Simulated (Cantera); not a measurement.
Input (Python, Cantera):

```python
import numpy as np
import cantera as ct

gas = ct.Solution("gri30.yaml")
gas.TPX = 1448, 8900, {'CH4': 1, 'N2': 1.1}
reactor = ct.IdealGasConstPressureReactor(gas, energy="off", clone=False)
net = ct.ReactorNet([reactor])
net.rtol, net.atol = 1e-08, 1e-18
show = ['CH4', 'C2H6', 'CH3', 'H2', 'C2H']
times = np.geomspace(0.0007, 3, 10)

steps = ct.SolutionArray(gas, extra=["t"])
rows = []
print(f"{'t/s':>10s}{'T/K':>9s}{'P/Pa':>11s}" + "".join(f"{s:>11s}" for s in show))
for t in times:
    while net.time < t:
        t_next = net.step()
        steps.append(gas.state, t=t_next)
    rows.append([np.interp(t, steps.t, y) for y in (steps.T, steps.P, *steps(*show).X.T)])
    print(f"{t:10.3e}{rows[-1][0]:9.1f}{rows[-1][1]:11.4g}" + "".join(f"{x:11.3e}" for x in rows[-1][2:]))
rate = np.gradient(steps.T, steps.t)
print("integrator steps:", len(steps.t))
if steps.T.max() > steps.T[0] + 200:
    print(f"time of steepest temperature rise: {steps.t[rate.argmax()]:.4e} s")
gas.TPX = 1448, 8900, {'CH4': 1, 'N2': 1.1}
gas.equilibrate("TP")
print(f"equilibrium (TP): T = {gas.T:.1f} K  " + "  ".join(f"{s} {gas[s].X[0]:.3e}" for s in show))
```

It prints:

```
       t/s      T/K       P/Pa        CH4       C2H6        CH3         H2        C2H
 7.000e-04   1448.0       8900  4.762e-01  1.878e-08  1.136e-05  5.708e-06  6.048e-20
 1.773e-03   1448.0       8900  4.762e-01  2.907e-07  2.830e-05  1.468e-05  6.915e-18
 4.490e-03   1448.0       8900  4.761e-01  3.943e-06  6.529e-05  4.019e-05  7.314e-16
 1.137e-02   1448.0       8900  4.759e-01  3.352e-05  1.179e-04  1.303e-04  3.273e-14
 2.880e-02   1448.0       8900  4.754e-01  1.392e-04  1.756e-04  4.906e-04  4.450e-13
 7.293e-02   1448.0       8900  4.732e-01  3.650e-04  2.532e-04  2.137e-03  5.438e-12
 1.847e-01   1448.0       8900  4.645e-01  5.675e-04  3.058e-04  9.545e-03  5.973e-11
 4.677e-01   1448.0       8900  4.405e-01  4.679e-04  2.799e-04  3.295e-02  3.427e-10
 1.185e+00   1448.0       8900  3.933e-01  2.934e-04  2.270e-04  8.171e-02  9.747e-10
 3.000e+00   1448.0       8900  3.182e-01  1.574e-04  1.721e-04  1.590e-01  1.879e-09
integrator steps: 1020
equilibrium (TP): T = 1448.0 K  CH4 1.434e-02  C2H6 1.206e-06  CH3 1.312e-05  H2 4.681e-01  C2H 6.770e-09
```

Detailed kinetics in Cantera: GRI-Mech 3.0 (53 species, 325 reactions). GRI-Mech 3.0 stops at C3 and has no aromatics, soot or wall deposition, so with more carbon than oxygen in the feed, carbon stays in small species such as C2H2 where larger ones or solid carbon would form.
